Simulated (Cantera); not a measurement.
Feed: 1 mol Si, a varied amount of HF, equilibrated at 1025 K and 110 Pa.

Cantera equilibrium calculation (NASA polynomials, part measured and part estimated; ideal gas, pure solids and liquids). Candidate condensed phases: Si; 25 gas species. Rates play no part.

What share of the Si ends up in condensed phases as a function of n(HF) (mol), at 2.1, 2.7, 3.6, 4.7, 6.1, 8, 10, 14, 18?


```csv
n(HF) (mol),Si condensed (%),as
2.1,47.2,Si(s)
2.7,32.1,Si(s)
3.6,9.4,Si(s)
4.7,0.0,-
6.1,0.0,-
8,0.0,-
10,0.0,-
14,0.0,-
18,0.0,-
```
